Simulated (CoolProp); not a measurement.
The fluid at 293.15 K and 0.61 MPa flows at 0.49 m/s in a round tube of 12.7 mm bore and 1.5 µm roughness, fully developed (64/Re and Nu = 3.66 if laminar; Colebrook and Gnielinski if turbulent). The same conditions are run with several fluids, on thermodynamics alone (safety and materials aside).

Computed with CoolProp (reference Helmholtz-energy equation of state of each fluid (R236FA: Pan 2012; R124: de Vries 1995; n-octane: Beckmüller 2019; ethanol: Schroeder 2014; R236EA: Rui 2013)).

| fluid | Reynolds number | Darcy friction factor | pressure drop (Pa/m) | heat-transfer coefficient (W/(m² K)) | mass flow (kg/h) |
|---|---|---|---|---|---|
| R236FA | 28000 | 0.0242 | 315 | (withheld) | 308 |
| R124 | 32200 | 0.0234 | 304 | (withheld) | 307 |
| n-octane | 8000 | 0.0330 | 219 | 711 | 157 |
| ethanol | 4100 | 0.0397 | 297 | (withheld) | 177 |
| R236EA | 21700 | 0.0256 | 350 | 987 | 323 |

Task: Complete the blanks.

Result: 
- R236FA, heat-transfer coefficient (W/(m² K)): 1030
- R124, heat-transfer coefficient (W/(m² K)): 1020
- ethanol, heat-transfer coefficient (W/(m² K)): 569

Transport values come from each fluid's own correlations; those of R236FA, R124, R236EA are estimates that may be off by 10 % or more.
